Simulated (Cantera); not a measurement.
Mixture: 9.12 % CO, 1.64 % H2, 4.19 % CH4, 17.9 % O2, 67.2 % N2, equivalence ratio 0.77, at 240000 Pa, adiabatic and at constant pressure. Ignition delay is the time to a rise of 400 K.

Model: GRI-Mech 3.0 (53 species, 325 reactions), integrated in Cantera. Below about 1000 K GRI-Mech 3.0 lacks low-temperature oxidation paths.

### Question
Predict: delay at 950 K; delay at 1150 K; delay at 1350 K; delay at 1550 K; apparent activation energy between 1450 and 1650 K.

### Answer
```
Item                                                    Result
--------------------------------------------------  ----------
delay at 950 K                                         30.3 ms
delay at 1150 K                                        1.58 ms
delay at 1350 K                                       0.313 ms
delay at 1550 K                                        84.9 µs
apparent activation energy between 1450 and 1650 K  110 kJ/mol
```
